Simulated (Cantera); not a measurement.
Mixture: C₃H₈ : O₂ : N₂ : CO₂ = 1 : 9.43 : 50 : 15 (molar parts), equivalence ratio 0.53, at 6.61 atm, adiabatic and at constant volume. Ignition delay is the time to a rise of 400 K.

Cantera simulation using GRI-Mech 3.0 (53 species, 325 reactions); the numbers are that mechanism's predictions, not measurements.

Q: Predict: delay at 1250 K; delay at 1350 K; delay at 1450 K; delay at 1550 K; delay at 1650 K; apparent activation energy between 1550 and 1650 K.

A: 
```
Item                                                    Result
--------------------------------------------------  ----------
delay at 1250 K                                        1.14 ms
delay at 1350 K                                       0.226 ms
delay at 1450 K                                        60.1 µs
delay at 1550 K                                        21.5 µs
delay at 1650 K                                        10.5 µs
apparent activation energy between 1550 and 1650 K  150 kJ/mol
```
